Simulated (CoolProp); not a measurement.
Model: reference Helmholtz-energy equation of state, Thol 2015, in CoolProp.

Task: Give the vapour pressure (kPa), liquid density (kg/m³), vapour density (kg/m³), enthalpy of vaporisation (kJ/kg) of saturated 1,2-dichloroethane at 398.7 K.

Result: 
```tsv
T (K)	p (kPa)	liquid density (kg/m³)	vapour density (kg/m³)	enthalpy of vaporisation (kJ/kg)
398.7	323	1090	10.4	299
```
